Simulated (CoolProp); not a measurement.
Properties of carbon dioxide along the isobar 101 kPa.

Computed with CoolProp (reference Helmholtz-energy equation of state, Span 1996).

```json
[
 {"T (°C)": "26.15", "phase": "gas", "speed of sound (m/s)": "269.1", "Joule-Thomson coefficient (K/MPa)": "10.83", "isothermal compressibility (1/MPa)": "9.951", "expansivity (1/kK)": "3.396", "Prandtl number": "0.763", "fugacity coefficient": "0.9951"},
 {"T (°C)": "50.95", "phase": "gas", "speed of sound (m/s)": "279.1", "Joule-Thomson coefficient (K/MPa)": "8.858", "isothermal compressibility (1/MPa)": "9.939", "expansivity (1/kK)": "3.125", "Prandtl number": "0.758", "fugacity coefficient": "0.9962"},
 {"T (°C)": "75.75", "phase": "gas", "speed of sound (m/s)": "288.6", "Joule-Thomson coefficient (K/MPa)": "7.386", "isothermal compressibility (1/MPa)": "9.930", "expansivity (1/kK)": "2.895", "Prandtl number": "0.754", "fugacity coefficient": "0.9970"},
 {"T (°C)": "100.55", "phase": "gas", "speed of sound (m/s)": "297.8", "Joule-Thomson coefficient (K/MPa)": "6.254", "isothermal compressibility (1/MPa)": "9.924", "expansivity (1/kK)": "2.698", "Prandtl number": "0.751", "fugacity coefficient": "0.9977"},
 {"T (°C)": "125.35", "phase": "gas", "speed of sound (m/s)": "306.7", "Joule-Thomson coefficient (K/MPa)": "5.362", "isothermal compressibility (1/MPa)": "9.919", "expansivity (1/kK)": "2.526", "Prandtl number": "0.748", "fugacity coefficient": "0.9981"},
 {"T (°C)": "150.15", "phase": "gas", "speed of sound (m/s)": "315.4", "Joule-Thomson coefficient (K/MPa)": "4.646", "isothermal compressibility (1/MPa)": "9.916", "expansivity (1/kK)": "2.376", "Prandtl number": "0.746", "fugacity coefficient": "0.9985"},
 {"T (°C)": "174.95", "phase": "gas", "speed of sound (m/s)": "323.8", "Joule-Thomson coefficient (K/MPa)": "4.062", "isothermal compressibility (1/MPa)": "9.913", "expansivity (1/kK)": "2.242", "Prandtl number": "0.743", "fugacity coefficient": "0.9988"},
 {"T (°C)": "199.75", "phase": "gas", "speed of sound (m/s)": "331.9", "Joule-Thomson coefficient (K/MPa)": "3.577", "isothermal compressibility (1/MPa)": "9.910", "expansivity (1/kK)": "2.123", "Prandtl number": "0.741", "fugacity coefficient": "0.9990"},
 {"T (°C)": "224.55", "phase": "gas", "speed of sound (m/s)": "339.9", "Joule-Thomson coefficient (K/MPa)": "3.170", "isothermal compressibility (1/MPa)": "9.909", "expansivity (1/kK)": "2.016", "Prandtl number": "0.739", "fugacity coefficient": "0.9992"},
 {"T (°C)": "249.35", "phase": "gas", "speed of sound (m/s)": "347.7", "Joule-Thomson coefficient (K/MPa)": "2.824", "isothermal compressibility (1/MPa)": "9.907", "expansivity (1/kK)": "1.920", "Prandtl number": "0.737", "fugacity coefficient": "0.9994"},
 {"T (°C)": "274.15", "phase": "gas", "speed of sound (m/s)": "355.2", "Joule-Thomson coefficient (K/MPa)": "2.528", "isothermal compressibility (1/MPa)": "9.906", "expansivity (1/kK)": "1.832", "Prandtl number": "0.736", "fugacity coefficient": "0.9995"},
 {"T (°C)": "298.85", "phase": "gas", "speed of sound (m/s)": "362.6", "Joule-Thomson coefficient (K/MPa)": "2.273", "isothermal compressibility (1/MPa)": "9.905", "expansivity (1/kK)": "1.752", "Prandtl number": "0.734", "fugacity coefficient": "0.9996"}
]
```

Viscosity comes from a separate model (Laesecke 2017). Thermal conductivity comes from a separate model (Huber 2016).
